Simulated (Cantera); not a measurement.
What does this Cantera script print?

```python
import numpy as np
import cantera as ct

gas_names = [...]  # 109 gases of nasa_gas.yaml made of C, Cl, H, Si
cond_names = """
    C(gr) C6H6(L) C7H8(L) C8H18(L),n-octa Si(cr) Si(L) SiC(b)
""".split()


# ... load() reads the species with a 1 bar reference pressure and builds the phases ...
atoms = {
    'CH3SiCl3': {'C': 1, 'H': 3, 'Si': 1, 'CL': 3},
    'H2': {'H': 2},
}
top_T = {'C(gr)': 4500, 'SiC(b)': 3050}  # K; cautious upper limits of use, not melting points


# ... equilibrate(T, P, feed) seeds the gas with the atoms and calls Mixture.equilibrate('TP', solver="vcs", rtol=1e-11, max_steps=5000) ...
results = []
feed = {'CH3SiCl3': 1, 'H2': 910}  # mol
T = 1950  # K
P = 390  # Pa
mix = equilibrate(T, P, feed)
results.append((T, P, feed, dict(zip(mix.species_names, mix.species_moles))))
x = sorted(zip(gas.X, gas.species_names), reverse=True)
print(f"T = {T:g} K  P = {P:g} Pa  gas = {mix.phase_moles(0):.4g} mol")
print("   x: " + "  ".join(f"{s} {v:.3e}" for v, s in x if v > 0.0001))
print("   condensed (mol): " + ("  ".join(f"{mix.phase(i).name} {mix.phase_moles(i):.4g}"
      for i in range(1, mix.n_phases) if mix.phase_moles(i) > 1e-12) or "none"))
```

Result:

```
T = 1950 K  P = 390 Pa  gas = 921.8 mol
   x: H2 9.779e-01  H 1.815e-02  HCL 3.203e-03  Si 4.238e-04  C2H2,acetylene 2.282e-04
   condensed (mol): SiC(b) 0.558
```

Method: chemical equilibrium by Gibbs-energy minimisation in Cantera with the NASA 1993 tables (ideal gas, pure condensed phases). The feed counts by its element totals alone.
